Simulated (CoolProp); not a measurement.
A simple Rankine cycle with n-butane: condensing at 323.15 K, boiler at 1.92 MPa, turbine inlet 400.3 K, turbine efficiency 0.75, pump efficiency 0.7, no recuperator. Each further row changes one setting.

Computed with CoolProp (reference Helmholtz-energy equation of state, Bücker 2006).

```tsv
case	thermal efficiency (%)	net work (kJ/kg)	heat in (kJ/kg)	turbine exit temperature (K)	volume ratio over the turbine
as stated	9.3	41.9	449	(withheld)	4.34
turbine inlet 420.3 K	(withheld)	46.3	502	382.2	(withheld)
condensing temperature 315.15 K	10.4	(withheld)	470	(withheld)	5.38
boiler pressure 1.34 MPa	7.2	33.9	470	(withheld)	2.81
turbine efficiency 0.65	8.0	35.8	449	362.4	4.39
```

### Question
Some entries are withheld; supply them.

### Answer

- as stated, turbine exit temperature (K): 359.5
- turbine inlet 420.3 K, thermal efficiency (%): 9.2
- turbine inlet 420.3 K, volume ratio over the turbine: 4.17
- condensing temperature 315.15 K, net work (kJ/kg): 49.0
- condensing temperature 315.15 K, turbine exit temperature (K): 354.4
- boiler pressure 1.34 MPa, turbine exit temperature (K): 373.4
